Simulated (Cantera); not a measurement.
Thermodynamics of iron carbonyl, mercury and lead vapours, feed PbO + H2

Input: 1 mol PbO, 0.073 mol H2, equilibrated at 10.0 mbar.

Method: chemical equilibrium by Gibbs-energy minimisation in Cantera with the NASA 1993 tables (ideal gas, pure condensed phases). Candidate condensed phases: H2O, Pb, PbO, PbO2, Pb3O4; 12 gas species. Each liquid is taken as pure. Mutual solubility and eutectic melting of coexisting phases are not modelled. Gases not in the tables: (PbO)n polymers. Kinetics and transport are ignored.

At 477 °C the condensed part is Pb(l) + PbO(red). From 577 °C to 877 °C the condensed part is Pb(l) + PbO(yellow). At 977 °C the condensed part is Pb(l) + PbO(l). From 1077 °C to 1177 °C the condensed part is PbO(l). At 1277 °C nothing is condensed.

```tsv
T (°C)	x H2O	x PbO	x Pb	x O2	x H2	x OH	x Pb2	n Pb(l)	n PbO(red)	n PbO(yellow)	n PbO(l)
477	1.000	4.19e-10	9.48e-7	<1e-12	4.85e-5	<1e-12	<1e-12	0.0730	0.927	0	0
577	1.000	8.33e-8	3.18e-5	<1e-12	8.02e-5	1.29e-11	7.03e-12	0.0730	0	0.927	0
677	0.999	5.28e-6	0.000503	2.23e-12	0.000122	7.41e-10	7.20e-10	0.0730	0	0.927	0
777	0.995	0.000148	0.00465	4.26e-10	0.000174	1.95e-8	2.98e-8	0.0726	0	0.927	0
877	0.969	0.00228	0.0290	3.19e-8	0.000233	2.86e-7	6.33e-7	0.0708	0	0.927	0
977	0.848	0.0183	0.134	7.95e-7	0.000328	2.33e-6	8.12e-6	0.0615	0	0	0.925
1077	0.448	0.104	0.448	1.38e-5	0.000246	1.11e-5	5.91e-5	0	0	0	0.910
1177	0.267	0.456	0.274	0.00337	4.35e-5	9.17e-5	1.51e-5	0	0	0	0.800
1277	0.0637	0.685	0.188	0.0623	9.22e-6	0.000222	5.17e-6	0	0	0	0
```
x: gas mole fraction; n: condensed amount in mol.
